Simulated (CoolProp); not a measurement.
p-xylene along the isotherm 620 K: fugacity coefficient from the reference equation and from simpler models built on Tc = 616.2 K, pc = 3.532 MPa, ω = 0.324; each cubic takes its own stable root.

Values from CoolProp's reference Helmholtz-energy equation of state, Zhou 2012.

```tsv
p (MPa)	phase	reference	Soave-Redlich-Kwong	Peng-Robinson
1.36	gas	0.8621	0.8744	0.8619
2.72	gas	0.7307	0.7518	0.7312
4.07	supercritical	0.5856	0.6138	0.5907
5.43	supercritical	0.4676	0.4988	0.4764
6.79	supercritical	0.3963	0.4285	0.4064
8.15	supercritical	0.3490	0.3817	0.3596
9.51	supercritical	0.3156	0.3487	0.3264
10.9	supercritical	0.2905	0.3240	0.3014
12.2	supercritical	0.2726	0.3065	0.2834
13.6	supercritical	0.2575	0.2919	0.2684
14.9	supercritical	0.2465	0.2814	0.2572
16.3	supercritical	0.2370	0.2725	0.2476
17.7	supercritical	0.2294	0.2655	0.2399
```
